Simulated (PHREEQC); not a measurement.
Solution (20 °C): 2.3 mmol/kgw HF and 0.39 mmol/kgw Na2B4O7. Closed to the air; pH follows from the charge balance.

The numbers come from PHREEQC with the ion-association model, wateq4f.dat.

Each row changes one thing in this solution. No solid was allowed to form.

| case | pH | ionic strength (mol/kgw) | H3BO3 (mol/kgw) | H2BO3- (mol/kgw) |
|---|---|---|---|---|
| as made | 3.31 | 0.00129 | 0.00144 | 1.61e-9 |
| Na2B4O7 from 0.00039 to 0.000429 mol/kgw | 3.35 | 0.00133 | 0.00160 | 1.93e-9 |
| 0.00023 mol/kgw HCl added | 3.22 | 0.00141 | 0.00143 | 1.30e-9 |
| temperature from 20 to 75 °C | 3.54 | 0.00108 | 0.00152 | 6.85e-9 |
| diluted 2-fold with water | 3.44 | 0.000766 | 0.000769 | 1.14e-9 |
| HF left out | 9.25 | 0.000780 | 0.000793 | 0.000767 |
| HF from 0.0023 to 0.0115 mol/kgw | 2.68 | 0.00301 | 0.000138 | 3.66e-11 |

Species that the database lacks are ignored. At this temperature some constants are extrapolated from 25 °C, and those without enthalpy data are left unchanged. Real BF4- forms and hydrolyses slowly; the run takes it at equilibrium.
